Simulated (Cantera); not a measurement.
Source: NASA polynomial tables (part measured, part estimated), evaluated in Cantera. Values are per mole of reaction as written; species without (g) are pure solids or liquids, kept so even where they would boil at 1 bar.

2 H2(g) + O2(g) → 2 H2O(g)

| T (K) | ΔH° (kJ) | ΔS° (J/K) | ΔG° (kJ) | log10 K |
|---|---|---|---|---|
| 2300 | ? | ? | ? | ? |
| 2350 | -503.4 | -116.1 | -230.5 | 5.12 |
| 2400 | ? | ? | ? | ? |
| 2450 | -503.5 | -116.2 | -218.9 | 4.67 |
| 2500 | ? | ? | ? | ? |
| 2550 | -503.6 | -116.2 | -207.2 | 4.25 |
| 2600 | -503.7 | -116.3 | -201.4 | 4.05 |
| 2650 | -503.7 | -116.3 | -195.6 | 3.86 |
| 2700 | ? | ? | ? | ? |
| 2750 | -503.8 | -116.3 | -184.0 | 3.49 |
| 2800 | -503.8 | -116.3 | -178.2 | 3.32 |

Task: What belongs in the gaps?

Result: 
- 2300, ΔH° (kJ): -503.3
- 2300, ΔS° (J/K): -116.1
- 2300, ΔG° (kJ): -236.3
- 2300, log10 K: 5.37
- 2400, ΔH° (kJ): -503.5
- 2400, ΔS° (J/K): -116.2
- 2400, ΔG° (kJ): -224.7
- 2400, log10 K: 4.89
- 2500, ΔH° (kJ): -503.6
- 2500, ΔS° (J/K): -116.2
- 2500, ΔG° (kJ): -213.1
- 2500, log10 K: 4.45
- 2700, ΔH° (kJ): -503.8
- 2700, ΔS° (J/K): -116.3
- 2700, ΔG° (kJ): -189.8
- 2700, log10 K: 3.67
